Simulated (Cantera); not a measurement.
Charge: 1 mol SiC, 2.5 mol O2, 490 mol H2, held at 1130 Torr.

Method: chemical equilibrium by Gibbs-energy minimisation in Cantera with the NASA 1993 tables (ideal gas, pure condensed phases). Candidate condensed phases: C, C6H6, C7H8, C8H18, H2O, Si, SiC, SiO2; 123 gas species. The tables hold silica as quartz up to 1696 K and as liquid above; real silica turns to tridymite and cristobalite and melts near 1996 K. Kinetics and transport are ignored.

Question: At 1525 K, list the 4 most abundant gas species with their mole fractions, and the condensed phases.

Answer: H2 0.994, H2O 0.00407, CO 0.00203, H 1.93e-5. Condensed: SiO2(β-quartz).
